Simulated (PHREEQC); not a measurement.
A solution holds 0.054 mol/kgw H2SO4 and 0.056 mol/kgw NaH2PO4, at 25 °C. Closed to the air; pH follows from the charge balance.

All values are PHREEQC results (ion-association model, phreeqc.dat), not measurements.

| quantity | before | after |
|---|---|---|
| pH | 1.53 | 0.39 |
| H2PO4- (mol/kgw) | 0.0131 | 0.00155 |
| HPO4-2 (mol/kgw) | 5.99e-8 | 8.17e-10 |

Task: What was changed between the two runs?
A. diluted 100-fold with water
B. H2SO4 from 0.054 to 0.54 mol/kgw
C. 0.031 mol/kgw Na2CO3 added
D. NaH2PO4 from 0.056 to 0.0504 mol/kgw
E. H2SO4 left out

Result: B, H2SO4 from 0.054 to 0.54 mol/kgw

No solid was allowed to form.
